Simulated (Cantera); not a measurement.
What does this Cantera script print?

```python
import numpy as np
import cantera as ct

gas = ct.Solution("gri30.yaml")
gas.TPX = 1150, 100000, {'CO': 0.0036, 'O2': 0.026, 'H2O': 0.0055, 'N2': 1}
reactor = ct.IdealGasConstPressureReactor(gas, energy="off", clone=False)
net = ct.ReactorNet([reactor])
net.rtol, net.atol = 1e-08, 1e-18
show = ['CO', 'O2', 'H2O', 'N2O', 'NO2', 'O']
times = np.geomspace(1e-06, 8, 10)

steps = ct.SolutionArray(gas, extra=["t"])
rows = []
print(f"{'t/s':>10s}{'T/K':>9s}{'P/Pa':>11s}" + "".join(f"{s:>11s}" for s in show))
for t in times:
    while net.time < t:
        t_next = net.step()
        steps.append(gas.state, t=t_next)
    rows.append([np.interp(t, steps.t, y) for y in (steps.T, steps.P, *steps(*show).X.T)])
    print(f"{t:10.3e}{rows[-1][0]:9.1f}{rows[-1][1]:11.4g}" + "".join(f"{x:11.3e}" for x in rows[-1][2:]))
rate = np.gradient(steps.T, steps.t)
print("integrator steps:", len(steps.t))
if steps.T.max() > steps.T[0] + 200:
    print(f"time of steepest temperature rise: {steps.t[rate.argmax()]:.4e} s")
gas.TPX = 1150, 100000, {'CO': 0.0036, 'O2': 0.026, 'H2O': 0.0055, 'N2': 1}
gas.equilibrate("TP")
print(f"equilibrium (TP): T = {gas.T:.1f} K  " + "  ".join(f"{s} {gas[s].X[0]:.3e}" for s in show))
```

It prints:

```
       t/s      T/K       P/Pa         CO         O2        H2O        N2O        NO2          O
 1.000e-06   1150.0      1e+05  3.478e-03  2.512e-02  5.313e-03  1.016e-18  8.676e-34  1.882e-12
 5.848e-06   1150.0      1e+05  3.478e-03  2.512e-02  5.313e-03  1.512e-17  1.739e-31  1.099e-11
 3.420e-05   1150.0      1e+05  3.478e-03  2.512e-02  5.313e-03  3.936e-16  4.737e-29  6.370e-11
 2.000e-04   1150.0      1e+05  3.478e-03  2.512e-02  5.313e-03  1.256e-14  1.670e-26  3.662e-10
 1.170e-03   1150.0      1e+05  3.478e-03  2.512e-02  5.313e-03  5.743e-13  8.324e-23  3.789e-09
 6.840e-03   1150.0      1e+05  3.428e-03  2.508e-02  5.307e-03  4.633e-09  1.879e-13  1.762e-05
 4.000e-02   1150.0      1e+05  5.772e-04  2.369e-02  5.309e-03  3.384e-07  3.165e-10  1.421e-05
 2.339e-01   1150.0      1e+05  1.989e-05  2.343e-02  5.321e-03  4.732e-07  1.065e-09  5.125e-07
 1.368e+00   1150.0      1e+05  3.028e-07  2.342e-02  5.322e-03  4.395e-07  3.654e-10  1.589e-08
 8.000e+00   1150.0      1e+05  6.042e-10  2.342e-02  5.323e-03  2.155e-07  1.351e-10  2.701e-09
integrator steps: 1415
equilibrium (TP): T = 1150.0 K  CO 1.171e-10  O2 2.340e-02  H2O 5.323e-03  N2O 3.918e-09  NO2 3.529e-07  O 1.280e-09
```

Detailed kinetics in Cantera: GRI-Mech 3.0 (53 species, 325 reactions).
